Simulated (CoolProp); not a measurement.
Properties of vinyl chloride along the isotherm 430 K.

Model: reference Helmholtz-energy equation of state, Thol 2022, in CoolProp.

| p (MPa) | phase | density (kg/m³) | cv (kJ/(kg K)) | isothermal compressibility (1/MPa) |
|---|---|---|---|---|
| 0.00885 | gas | 0.1548 | 0.9565 | 113.0 |
| 0.0182 | gas | 0.3185 | 0.9566 | 55.00 |
| 0.0373 | gas | 0.6534 | 0.9568 | 26.87 |
| 0.0767 | gas | 1.347 | … | 13.09 |
| 0.157 | gas | 2.769 | … | 6.426 |
| 0.323 | gas | 5.751 | … | 3.154 |
| 0.664 | gas | 12.07 | … | 1.568 |
| 1.36 | gas | … | 0.9767 | 0.8049 |
| 2.8 | gas | 59.88 | 1.007 | 0.4533 |

Task: What belongs in the gaps?

Result: 
- 0.0767, cv (kJ/(kg K)): 0.9574
- 0.157, cv (kJ/(kg K)): 0.9584
- 0.323, cv (kJ/(kg K)): 0.9607
- 0.664, cv (kJ/(kg K)): 0.9655
- 1.36, density (kg/m³): 25.87
